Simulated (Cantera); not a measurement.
A closed system holds: 1 mol SiCl4, 1.8 mol Cl2, 6.7 mol H2, at 523.15 K and 6.80 bar.

These are equilibrium values from Cantera (NASA tables, ideal gas, pure condensed phases), not measurements of a reactor. Candidate condensed phases: Si; 19 gas species. Kinetics and transport are ignored.

Base state: H2 0.516, HCl 0.379, SiCl4 0.105 (mole fractions); condensed: gas only.

Task: What changes in the equilibrium state with this change: SiCl4 replaced by Si?

Result: 
```json
[
 {"species": "H2", "before": "0.516", "after": "0.867"},
 {"species": "SiCl4", "before": "0.105", "after": "0.0812"},
 {"species": "SiHCl3", "before": "4.88e-7", "after": "0.0509"},
 {"species": "HCl", "before": "0.379", "after": "4.71e-6"},
 {"species": "SiH2Cl2", "before": "<1e-9", "after": "0.00121"}
]
```
